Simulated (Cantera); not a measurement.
A closed system holds: 1 mol N2O, 0.1 mol O2, 10 mol H2, held at 2075 K and 28500 Torr.

Method: chemical equilibrium by Gibbs-energy minimisation in Cantera with the NASA 1993 tables (ideal gas, pure condensed phases). Candidate condensed phases: H2O; 24 gas species. The ideal-gas law is rough above about 30 bar. Rates play no part.

Base state: H2 0.800, H2O 0.109, N2 0.0908, H 0.000386, NH3 0.000146 (mole fractions); condensed: gas only.

### Question
What changes in the equilibrium state with this change: N2O replaced by HCl?

### Answer
| species | before | after |
|---|---|---|
| H2 | 0.800 | 0.891 |
| HCl | 0 | 0.0909 |
| H2O | 0.109 | 0.0182 |
| N2 | 0.0908 | 0 |
| NH3 | 0.000146 | 0 |
| Cl | 0 | 3.07e-5 |
| H | 0.000386 | 0.000408 |

### Question
What changes in the equilibrium state with this change: N2O replaced by H2S?

### Answer
| species | before | after |
|---|---|---|
| H2 | 0.800 | 0.892 |
| H2S | 0 | 0.0860 |
| H2O | 0.109 | 0.0181 |
| N2 | 0.0908 | 0 |
| SH | 0 | 0.00256 |
| S2 | 0 | 0.00104 |
Further candidate phases: H2SO4, S.

### Question
What changes in the equilibrium state with this change: O2 from 0.1 to 3.7 mol?

### Answer
```csv
species,before,after
H2O,0.109,0.763
H2,0.800,0.145
N2,0.0908,0.0909
H,0.000386,0.000165
OH,6.02e-6,9.87e-5
NH3,0.000146,1.13e-5
```
